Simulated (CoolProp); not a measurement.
Vapour-liquid equilibrium of dimethyl ether (1) + chloromethane (R40) (2) at 954 kPa; x and y are mole fractions of (1).

Values from CoolProp's multi-fluid Helmholtz-energy mixture model, Wu 2011 and Thol 2014; pair parameters Bell 2016.

Question: Give the bubble temperature and the first vapour's composition at x = 0.125, 0.275, 0.425. Is there an azeotrope?

Answer: x = 0.125: 44.1 °C, y = 0.114; x = 0.275: 44.7 °C, y = 0.264; x = 0.425: 45.0 °C, y = 0.422. y crosses x between x = 0.425 and 0.5: the model has an azeotrope there.

Pair parameters are fitted to limited data, so mixtures are less certain than the pure fluids.
